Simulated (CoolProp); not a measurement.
A closed Brayton cycle with carbon dioxide: compressor inlet 305.15 K and 9.4 MPa, high pressure 18.5 MPa, turbine inlet 810 K, compressor efficiency 0.89, turbine efficiency 0.93, recuperator effectiveness 0.95 (on enthalpy, no pinch check). Each further row changes one setting.

Values from CoolProp's reference Helmholtz-energy equation of state, Span 1996.

```
case                           thermal efficiency (%)  net work (kJ/kg)  compressor to turbine work  compressor exit (K)  turbine exit (K)
-----------------------------  ----------------------  ----------------  --------------------------  -------------------  ----------------
as stated                                        37.6              78.9                        0.15                319.9             726.3
turbine inlet 760 K                              36.1              72.5                        0.16                319.9             679.4
compressor inlet 315.15 K                        34.3              74.0                        0.20                345.7             726.3
high pressure 15.7 MPa                           37.9              61.5                        0.13                315.9             746.2
recuperator effectiveness 0.5                    17.4              78.9                        0.15                319.9             726.3
```
